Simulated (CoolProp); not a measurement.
The numbers come from the reference Helmholtz-energy equation of state, Lemmon 2006 in CoolProp. It is a short technical equation, of lower accuracy than the large ones.

Q: Give the vapour pressure (kPa), liquid density (kg/m³), vapour density (kg/m³), liquid cp (kJ/(kg K)) of saturated C3F8 (R218) at -2.95, 33.05 °C.

A: 
| T (°C) | p (kPa) | liquid density (kg/m³) | vapour density (kg/m³) | liquid cp (kJ/(kg K)) |
|---|---|---|---|---|
| -2.95 | 376 | 1470 | 36.2 | 1.06 |
| 33.05 | 1070 | 1270 | 109 | 1.23 |
